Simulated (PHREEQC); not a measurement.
A solution holds 8.4 mmol/kgw HF, 7.4 mmol/kgw NH4F and 1 mmol/kgw H2SO4, at 70 °C. Closed to the air; pH follows from the charge balance.

The numbers come from PHREEQC with the ion-association model, phreeqc.dat.

Precipitation was switched off in this run.

Question: Order these S species by the share of S that they hold, largest first: SO4-2, NH4SO4-, HSO4-.

Answer: SO4-2 (85 %), HSO4- (9.5 %), NH4SO4- (5.3 %)

Question: Order these F species by the share of F that they hold, largest first: F-, HF2-, HF.

Answer: HF (60 %), F- (37 %), HF2- (3.1 %)

The pH is 3.29 and the ionic strength 0.00876 mol/kgw. Constants without temperature data keep their 25 °C values here.
